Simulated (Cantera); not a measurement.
Input: 1 mol Al, a varied amount of CO, 1.3 mol N₂, at 1825 K and 58.0 Pa.

These are equilibrium values from Cantera (NASA tables, ideal gas, pure condensed phases), not measurements of a reactor. Candidate condensed phases: Al, AlN, Al₂O₃, C; 32 gas species. The numbers say what is thermodynamically allowed, not how fast it happens.

### Question
At 2.4 mol CO, list the 4 most abundant gas species with their mole fractions, and the condensed phases.

### Answer
CO 0.664, N₂ 0.260, Al 0.0753, Al₂O 0.000925. Condensed: AlN(s) + C(graphite).
